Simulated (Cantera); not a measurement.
What does this Cantera script print?

```python
import numpy as np
import cantera as ct

gas_names = """
    F N2O CuF2 NO2 N2 NO NF3
""".split()
cond_names = """
    Cu2O(s) Cu2O(L) CuF2(s) CuF2(L)
""".split()


# ... load() reads the species with a 1 bar reference pressure and builds the phases ...
species = {s.name: s for s in load("nasa_gas.yaml", gas_names) + load("nasa_condensed.yaml", cond_names)}
# Each term lists the table entries of one substance; the one whose range holds T is used.
reactions = {
    '12 F(g) + N2O(g) + 3 Cu2O = 6 CuF2(g) + 2 NO2(g)':
        [(-12, ['F']), (-1, ['N2O']), (-3, ['Cu2O(s)', 'Cu2O(L)']), (6, ['CuF2']), (2, ['NO2'])],
    '12 CuF2 + N2(g) + 6 NO(g) = 6 Cu2O + 8 NF3(g)':
        [(-12, ['CuF2(s)', 'CuF2(L)']), (-1, ['N2']), (-6, ['NO']), (6, ['Cu2O(s)', 'Cu2O(L)']), (8, ['NF3'])],
}


def pick(names, T):
    return next(species[n] for n in names if species[n].thermo.min_temp <= T <= species[n].thermo.max_temp)


results = []
for label, terms in reactions.items():
    print(label)
    print("     T/K   dH/kJ  dS/(J/K)   dG/kJ   log10 K")
    for T in [300, 523, 723, 923, 1123, 1323, 1523, 1723, 1923, 2123, 2323]:
        used = [(nu, pick(names, T)) for nu, names in terms]
        dH = sum(nu * s.thermo.h(T) for nu, s in used) / 1e6
        dS = sum(nu * s.thermo.s(T) for nu, s in used) / 1e3
        dG = dH - T * dS / 1e3
        logK = -dG * 1e6 / (ct.gas_constant * T * np.log(10))
        results.append((label, T, dH, dS, dG, logK, [s.name for _, s in used]))
        print(f"{T:8g} {dH:8.1f} {dS:8.1f} {dG:8.1f} {logK:8.2f}")
```

Output:

```
12 F(g) + N2O(g) + 3 Cu2O = 6 CuF2(g) + 2 NO2(g)
     T/K   dH/kJ  dS/(J/K)   dG/kJ   log10 K
     300  -2055.7   -320.1  -1959.6   341.20
     523  -2083.7   -390.6  -1879.4   187.71
     723  -2105.6   -426.1  -1797.5   129.86
     923  -2126.9   -452.1  -1709.6    96.75
    1123  -2148.6   -473.4  -1617.0    75.21
    1323  -2172.4   -492.9  -1520.4    60.03
    1523  -2393.6   -639.9  -1419.1    48.67
    1723  -2423.6   -658.4  -1289.2    39.08
    1923  -2452.6   -674.3  -1155.9    31.40
    2123  -2480.8   -688.2  -1019.6    25.09
    2323  -2508.0   -700.5   -880.7    19.80
12 CuF2 + N2(g) + 6 NO(g) = 6 Cu2O + 8 NF3(g)
     T/K   dH/kJ  dS/(J/K)   dG/kJ   log10 K
     300   3841.1    254.2   3764.9  -655.51
     523   3801.7    155.5   3720.4  -371.57
     723   3765.4     96.9   3695.4  -266.98
     923   3727.7     50.9   3680.8  -208.30
    1123   3025.4   -585.5   3682.9  -171.30
    1323   2971.3   -629.9   3804.6  -150.21
    1523   3315.0   -405.4   3932.4  -134.87
    1723   3278.9   -427.6   4015.7  -121.74
    1923   3243.7   -447.0   4103.2  -111.45
    2123   3209.2   -464.0   4194.4  -103.20
    2323   3175.4   -479.3   4288.7   -96.43
```

Source: NASA polynomial tables (part measured, part estimated), evaluated in Cantera. Condensed species are held in their standard states even where they would react or evaporate.
